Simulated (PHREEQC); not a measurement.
Make-up at 25 °C: 0.0025 mol NH4HSO4 per kg of water. Closed to the air; pH follows from the charge balance.

Model: ion-association model, phreeqc.dat, run in PHREEQC.

Each row changes one thing in this solution. This is a speciation only: nothing precipitates in the calculation.

```tsv
case	pH	ionic strength (mol/kgw)	SO4-2 (mol/kgw)	HSO4- (mol/kgw)	NH4SO4- (mol/kgw)	NH3 (mol/kgw)
as made	2.70	0.00676	0.00213	0.000323	4.77e-5	6.33e-10
temperature from 25 to 20 °C	2.69	0.00681	0.00215	0.000298	4.83e-5	4.37e-10
diluted 10-fold with water	3.62	___	0.000244	___	6.94e-7	5.79e-10
NH4HSO4 from 0.0025 to 0.00275 mol/kgw	2.66	0.00738	___	0.000378	5.62e-5	6.37e-10
NH4HSO4 from 0.0025 to 0.00125 mol/kgw	2.96	0.00352	0.00114	9.91e-5	1.40e-5	6.07e-10
```

**Question.** What belongs in the gaps?

**Answer.** 
- diluted 10-fold with water, ionic strength (mol/kgw): 0.000738
- diluted 10-fold with water, HSO4- (mol/kgw): 5.15e-6
- NH4HSO4 from 0.0025 to 0.00275 mol/kgw, SO4-2 (mol/kgw): 0.00232
